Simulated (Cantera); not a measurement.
**NO annealing gas**

An isothermal, constant-pressure homogeneous reactor starts with NO : N2 = 1 : 0.6 (molar parts), at 1848 K and 120000 Pa.

Detailed kinetics in Cantera: GRI-Mech 3.0 (53 species, 325 reactions).

```csv
t (s),x NO,x NO2,x N2,x O2,x O
0.000900,0.625,0.000154,0.375,1.93e-5,9.90e-6
0.00374,0.624,0.000297,0.376,0.000397,1.69e-5
0.0155,0.620,0.000332,0.378,0.00240,1.88e-5
0.0646,0.603,0.000432,0.386,0.0105,2.45e-5
0.268,0.541,0.000635,0.417,0.0413,3.90e-5
1.11,0.368,0.000723,0.503,0.128,6.37e-5
4.63,0.131,0.000354,0.622,0.247,8.68e-5
19.3,0.0211,6.29e-5,0.677,0.302,9.56e-5
80.0,0.00588,1.78e-5,0.685,0.309,9.68e-5
```
x: mole fraction; the columns are a selection and need not sum to one.

Equilibrium at this temperature and pressure: NO 0.00554, NO2 1.67e-5, N2 0.685, O2 0.310, O 9.68e-5 (gas phase only).
